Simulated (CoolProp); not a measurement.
R407C along the isobar 60.3 bar: fugacity coefficient from the reference equation and from simpler models built on Tc = 359.3 K, pc = 46.32 bar, ω = 0.363; each cubic takes its own stable root.

Model: reference Helmholtz-energy equation of state, Lemmon 2003, in CoolProp. It is a pseudo-pure fit of the blend.

```tsv
T (K)	phase	reference	Redlich-Kwong	Soave-Redlich-Kwong
347.7	liquid	0.4466	0.4866	0.4699
366.7	supercritical	0.5669	0.5840	0.5936
385.7	supercritical	0.6560	0.6588	0.6801
404.8	supercritical	0.7149	0.7092	0.7385
423.8	supercritical	0.7603	0.7484	0.7841
442.9	supercritical	0.7972	0.7809	0.8218
461.9	supercritical	0.8276	0.8080	0.8529
481	supercritical	0.8531	0.8313	0.8793
500	supercritical	0.8747	0.8512	0.9016
```
